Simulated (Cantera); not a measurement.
**Ignition delay**

Mixture: 28.9 % H2, 14.9 % O2, 56.2 % N2, at 1.68 atm, adiabatic and at constant volume. Ignition delay is the time to a rise of 400 K.

Cantera simulation using the H2/O2 subset of GRI-Mech 3.0, which has no nitrogen chemistry; the numbers are that mechanism's predictions, not measurements. Where the delays flatten at high temperature, the 400 K rule measures the pace of heat release, not the induction time.

| T0 (K) | delay (ms) |
|---|---|
| 1300 | 0.0165 |
| 1400 | 0.0112 |
| 1500 | 0.00836 |
| 1600 | 0.00677 |
| 1700 | 0.00591 |
| 1800 | 0.00550 |
| 1900 | 0.00542 |
| 2000 | 0.00558 |
| 2100 | 0.00595 |
| 2200 | 0.00651 |
